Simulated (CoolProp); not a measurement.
Vapour-liquid equilibrium of benzene (1) + ethanol (2) at 36.7 kPa; x and y are mole fractions of (1).

Values from CoolProp's multi-fluid Helmholtz-energy mixture model, Thol 2012 and Schroeder 2014; pair parameters Bell 2016.

```
x      bubble temperature (K)  y at the bubble point  dew temperature at overall composition x (K)  liquid density (mol/L)
-----  ----------------------  ---------------------  --------------------------------------------  ----------------------
0.05                    324.6                  0.182                                         327.0                   16.08
0.125                   320.6                  0.370                                         325.7                   15.51
0.2                     317.9                  0.483                                         324.2                   14.96
0.275                   316.3                  0.548                                         322.7                   14.43
0.35                    315.5                  0.584                                         321.1                   13.93
0.425                   315.2                  0.601                                         319.4                   13.47
0.5                     315.0                  0.609                                         317.5                   13.03
0.575                   315.0                  0.611                                         315.7                   12.63
0.65                    315.0                  0.613                                         315.6                   12.26
0.725                   315.1                  0.620                                         317.2                   11.93
0.8                     315.4                  0.640                                         318.9                   11.62
0.875                   316.4                  0.690                                         320.7                   11.33
0.95                    319.2                  0.812                                         322.4                   11.04
```

y crosses x between x = 0.575 and 0.65: the model has an azeotrope there.

Pair parameters are fitted to limited data, so mixtures are less certain than the pure fluids.
